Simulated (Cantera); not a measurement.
A closed system holds: 1 mol CuO, 1.1 mol H2, a varied amount of N2, equilibrated at 2073 K and 56.0 mbar.

Method: chemical equilibrium by Gibbs-energy minimisation in Cantera with the NASA 1993 tables (ideal gas, pure condensed phases). Candidate condensed phases: Cu, CuO, Cu(OH)2, Cu2O, H2O; 27 gas species. The numbers say what is thermodynamically allowed, not how fast it happens.

Q: At 53 mol N2, list the 7 most abundant gas species with their mole fractions, and the condensed phases.

A: N2 0.961, Cu 0.0181, H2O 0.0169, H2 0.00252, H 0.000558, OH 0.000426, NO 0.000312. Condensed: gas only.
